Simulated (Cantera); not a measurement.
Feed: 1 mol FeS₂, 57 mol H₂, 2 mol N₂, held at 1773.15 K and 0.0133 bar.

Equilibrium computed with Cantera from the NASA thermochemical tables; the gas is ideal and each condensed phase is pure. Candidate condensed phases: Fe, FeS, FeS₂, S; 16 gas species. Equilibrium is a limit: real reactors are often held back by kinetics, nucleation or transport.

Base state: H₂ 0.938, N₂ 0.0334, H₂S 0.0120, S₂ 0.00867, SH 0.00365, H 0.00239, Fe 0.00149, S 0.000481 (mole fractions); condensed: Fe(δ).

Problem. What changes in the equilibrium state with this change: pressure from 0.0133 bar to 2.10 bar?

Solution. 
| species | before | after |
|---|---|---|
| H₂ | 0.938 | 0.944 |
| N₂ | 0.0334 | 0.0339 |
| H₂S | 0.0120 | 0.0208 |
| S₂ | 0.00867 | 0.000164 |
| Fe | 0.00149 | 9.44e-6 |
| NH₃ | 6.84e-8 | 1.10e-5 |
| S | 0.000481 | 5.27e-6 |
| H | 0.00239 | 0.000191 |
| SH | 0.00365 | 0.000504 |
| Fe(δ), mol | 0.911 | 0.276 |
| FeS(l), mol | 0 | 0.724 |
Metal and sulfide melt together well below either melting point, which pure phases cannot show. Mutual solubility and eutectic melting of coexisting phases are not modelled. FeS: taken at fixed stoichiometry.
